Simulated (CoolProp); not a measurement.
Values from CoolProp's reference Helmholtz-energy equation of state, McLinden 2020.

Question: For R1336mzz(Z), give the phase and the Z, cp (kJ/(kg K)), cv (kJ/(kg K)), speed of sound (m/s) at 226.85 °C and 20100 kPa; 226.85 °C and 22300 kPa.

Answer: 
- 226.85 °C and 20100 kPa: supercritical; Z 0.827, cp 1.42, cv 1.12, speed of sound 335
- 226.85 °C and 22300 kPa: supercritical; Z 0.896, cp 1.40, cv 1.12, speed of sound 357
